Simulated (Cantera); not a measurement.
An adiabatic, constant-volume homogeneous reactor starts with C3H8 : O2 : N2 = 1 : 12.5 : 47 (molar parts), equivalence ratio 0.40, at 1525 K and 4.80 bar. Integrator tolerance rtol = 1e-08.

Cantera simulation using GRI-Mech 3.0 (53 species, 325 reactions); the numbers are that mechanism's predictions, not measurements. GRI-Mech 3.0 was tuned for natural gas; its chemistry of propane as a main component is partial and can be far from experiment.

Question: What does this change do: pressure from 4.80 bar to 10.0 bar?

Answer: 
```json
[
 {"quantity": "time of steepest temperature rise", "before": "21.4 µs", "after": "14.5 µs"},
 {"quantity": "temperature at 0.300 s", "before": "2521 K", "after": "2534 K"},
 {"quantity": "equilibrium temperature", "before": "2521 K", "after": "2534 K"},
 {"quantity": "x(C3H8) at 0.300 s", "before": "<1e-12 (gas-phase equilibrium <1e-12)", "after": "<1e-12 (gas-phase equilibrium <1e-12)"},
 {"quantity": "x(O2) at 0.300 s", "before": "0.112 (gas-phase equilibrium 0.112)", "after": "0.112 (gas-phase equilibrium 0.112)"},
 {"quantity": "x(C2H) at 0.300 s", "before": "<1e-12 (gas-phase equilibrium <1e-12)", "after": "<1e-12 (gas-phase equilibrium <1e-12)"},
 {"quantity": "x(NO) at 0.300 s", "before": "0.0171 (gas-phase equilibrium 0.0171)", "after": "0.0175 (gas-phase equilibrium 0.0175)"},
 {"quantity": "x(N2O) at 0.300 s", "before": "2.64e-6 (gas-phase equilibrium 2.64e-6)", "after": "3.90e-6 (gas-phase equilibrium 3.90e-6)"}
]
```

Question: What does this change do: 1.2 parts CO2 added?

Answer: 
```json
[
 {"quantity": "time of steepest temperature rise", "before": "21.4 µs", "after": "21.8 µs"},
 {"quantity": "temperature at 0.300 s", "before": "2521 K", "after": "2492 K"},
 {"quantity": "equilibrium temperature", "before": "2521 K", "after": "2492 K"},
 {"quantity": "x(C3H8) at 0.300 s", "before": "<1e-12 (gas-phase equilibrium <1e-12)", "after": "<1e-12 (gas-phase equilibrium <1e-12)"},
 {"quantity": "x(O2) at 0.300 s", "before": "0.112 (gas-phase equilibrium 0.112)", "after": "0.110 (gas-phase equilibrium 0.110)"},
 {"quantity": "x(C2H) at 0.300 s", "before": "<1e-12 (gas-phase equilibrium <1e-12)", "after": "<1e-12 (gas-phase equilibrium <1e-12)"},
 {"quantity": "x(NO) at 0.300 s", "before": "0.0171 (gas-phase equilibrium 0.0171)", "after": "0.0160 (gas-phase equilibrium 0.0160)"},
 {"quantity": "x(N2O) at 0.300 s", "before": "2.64e-6 (gas-phase equilibrium 2.64e-6)", "after": "2.43e-6 (gas-phase equilibrium 2.43e-6)"}
]
```
